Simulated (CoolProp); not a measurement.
Hexamethyldisiloxane (MM) at 428.7 K and 0.0341 MPa is throttled through a valve to 0.0175 MPa with no heat exchange. Each further row changes one setting.

Values from CoolProp's reference Helmholtz-energy equation of state, Thol 2016.

```csv
case,temperature change (K),final density (kg/m³)
as stated,…,0.803
outlet pressure 0.00525 MPa,…,0.240
outlet pressure 0.0228 MPa,-0.2,…
```

Question: Some entries are withheld; supply them.

Answer: 
- as stated, temperature change (K): -0.3
- outlet pressure 0.00525 MPa, temperature change (K): -0.4
- outlet pressure 0.0228 MPa, final density (kg/m³): 1.05
